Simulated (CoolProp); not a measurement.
A Linde-Hampson liquefier for normal hydrogen: isothermal reversible compression at 300 K from 1 atm to 30 MPa, throttling to 1 atm, return gas leaving the recuperator 2 K below the feed. Each further row changes one setting.

Model: reference Helmholtz-energy equation of state, Leachman 2009, in CoolProp.

| case | compression work (kJ/kg of gas) |
|---|---|
| as stated | 7270 |
| high pressure 60 MPa | 8360 |
| warm-end temperature 330 K | 7970 |
| warm-end gap 7 K | 7270 |
